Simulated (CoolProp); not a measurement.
Vapour-liquid equilibrium of CHF3 (R23) (1) + R227EA (2) at 259.8 K; x and y are mole fractions of (1).

Computed with CoolProp (multi-fluid Helmholtz-energy mixture model, Penoncello 2003 and Lemmon 2016; pair parameters Bell 2016).

```json
[
 {"x": "0.05", "bubble pressure, mixture model (MPa)": "[?]", "bubble pressure, Raoult's law (MPa)": "0.1948", "y, mixture model": "0.394", "y, Raoult's law": "0.439"},
 {"x": "0.2", "bubble pressure, mixture model (MPa)": "[?]", "bubble pressure, Raoult's law (MPa)": "0.4338", "y, mixture model": "0.753", "y, Raoult's law": "0.788"},
 {"x": "0.35", "bubble pressure, mixture model (MPa)": "[?]", "bubble pressure, Raoult's law (MPa)": "0.6729", "y, mixture model": "[?]", "y, Raoult's law": "0.889"},
 {"x": "0.5", "bubble pressure, mixture model (MPa)": "[?]", "bubble pressure, Raoult's law (MPa)": "0.9119", "y, mixture model": "[?]", "y, Raoult's law": "0.937"},
 {"x": "0.65", "bubble pressure, mixture model (MPa)": "1.117", "bubble pressure, Raoult's law (MPa)": "1.151", "y, mixture model": "0.941", "y, Raoult's law": "0.965"},
 {"x": "0.8", "bubble pressure, mixture model (MPa)": "1.348", "bubble pressure, Raoult's law (MPa)": "1.390", "y, mixture model": "[?]", "y, Raoult's law": "0.983"},
 {"x": "0.95", "bubble pressure, mixture model (MPa)": "[?]", "bubble pressure, Raoult's law (MPa)": "1.629", "y, mixture model": "0.991", "y, Raoult's law": "0.996"}
]
```

### Question
What belongs in the gaps?

### Answer

- 0.05, bubble pressure, mixture model (MPa): 0.1862
- 0.2, bubble pressure, mixture model (MPa): 0.4196
- 0.35, bubble pressure, mixture model (MPa): 0.6602
- 0.35, y, mixture model: 0.859
- 0.5, bubble pressure, mixture model (MPa): 0.8921
- 0.5, y, mixture model: 0.910
- 0.8, y, mixture model: 0.966
- 0.95, bubble pressure, mixture model (MPa): 1.610

The largest gap from Raoult's law is -4.4 % in bubble pressure, at x = 0.05. No azeotrope shows between x = 0.05 and 0.95.

Pair parameters are fitted to limited data, so mixtures are less certain than the pure fluids.
